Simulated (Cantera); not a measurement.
An isothermal, constant-pressure homogeneous reactor starts with CH₄ : H₂O : H₂ = 1 : 1.6 : 0.068 (molar parts), at 1350 K and 100000 Pa.

Computed with Cantera and GRI-Mech 3.0 (53 species, 325 reactions).

**Question.** Predict: x(CH₄) at 4.00 s; x(H₂O) at 4.00 s; x(H₂) at 4.00 s.

**Answer.** 
| Property | Result |
|---|---|
| x(CH₄) at 4.00 s | 0.281 (gas-phase equilibrium 1.74e-5) |
| x(H₂O) at 4.00 s | 0.560 (gas-phase equilibrium 0.112) |
| x(H₂) at 4.00 s | 0.123 (gas-phase equilibrium 0.674) |
